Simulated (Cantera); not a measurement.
A Cantera script and what it prints.

```python
import numpy as np
import cantera as ct

gas_names = [...]  # 113 gases of nasa_gas.yaml made of C, H, O, Ti
cond_names = """
    C(gr) C6H6(L) C7H8(L) C8H18(L),n-octa H2O(s) H2O(L) Ti(a) Ti(b) Ti(L) TiC(s) TiC(L) TiO(a) TiO(b)
    TiO(L) TiO2(ru) TiO2(L) Ti2O3(a) Ti2O3(b) Ti2O3(L) Ti3O5(a) Ti3O5(b) Ti3O5(L) Ti4O7(s) Ti4O7(L)
""".split()


# ... load() reads the species with a 1 bar reference pressure and builds the phases ...
atoms = {
    'Ti(OiPr)4': {'Ti': 1, 'C': 12, 'H': 28, 'O': 4},
    'H2O': {'H': 2, 'O': 1},
}
top_T = {'C(gr)': 4500}  # K; cautious upper limits of use, not melting points


# ... equilibrate(T, P, feed) seeds the gas with the atoms and calls Mixture.equilibrate('TP', solver="vcs", rtol=1e-11, max_steps=5000) ...
results = []
T = 1275  # K
P = 13332.2  # Pa
for m in [0.54, 0.74, 1, 1.4, 1.9, 2.7, 3.7, 5.1, 7, 9.7, 13]:
    feed = {'Ti(OiPr)4': 1, 'H2O': m}  # mol
    mix = equilibrate(T, P, feed)
    results.append((T, P, feed, dict(zip(mix.species_names, mix.species_moles))))

top = {s: max(r[3][s] / sum(r[3][g] for g in gas_names) for r in results) for s in gas_names}
cols = sorted((s for s in top if top[s] > 0.0001), key=lambda s: -top[s])[:5]
seen = [c for c in cond_names if any(r[3].get(c, 0) > 1e-12 for r in results)]
print("log10 of partial pressures in bar; condensed amounts in mol")
print(f"{'n(H2O)':>10s}" + "".join(f"{s[:9]:>10s}" for s in cols + seen))
for T, P, feed, n in results:
    ng = sum(n[g] for g in gas_names)
    print(f"{feed['H2O']:10.4g}" + "".join(f"{np.log10(max(n[s] / ng * P / 1e5, 1e-99)):10.3f}" for s in cols)
          + "".join(f"{n.get(c, 0):10.4g}" for c in seen))
```

It prints:

```
log10 of partial pressures in bar; condensed amounts in mol
    n(H2O)        H2        CO       H2O       CO2       CH4     C(gr)  TiO2(ru)  Ti3O5(b)  Ti4O7(s)
      0.54    -0.954    -1.658    -4.545    -5.470    -3.941     9.116         0    0.3333         0
      0.74    -0.958    -1.638    -4.530    -5.431    -3.949     8.916         0    0.3333         0
         1    -0.963    -1.616    -4.512    -5.386    -3.959     8.656         0    0.3333         0
       1.4    -0.970    -1.585    -4.488    -5.324    -3.973     8.257         0    0.3333         0
       1.9    -0.978    -1.553    -4.464    -5.259    -3.989     7.757         0    0.3333         0
       2.7    -0.990    -1.511    -4.434    -5.175    -4.013     6.958         0    0.3333         0
       3.7    -1.003    -1.470    -4.406    -5.095    -4.039     5.959         0    0.3333         0
       5.1    -1.018    -1.428    -4.380    -5.010    -4.070      4.56         0    0.3333         0
         7    -1.034    -1.390    -4.357    -4.934    -4.101     2.745         0         0      0.25
       9.7    -1.053    -1.350    -4.336    -4.854    -4.139   0.04662         0         0      0.25
        13    -1.074    -1.411    -2.095    -2.653    -6.505         0         1         0         0
```

Equilibrium computed with Cantera from the NASA thermochemical tables; the gas is ideal and each condensed phase is pure. The feed counts by its element totals alone. Condensed phases not in the tables: Magnéli phases beyond Ti4O7.
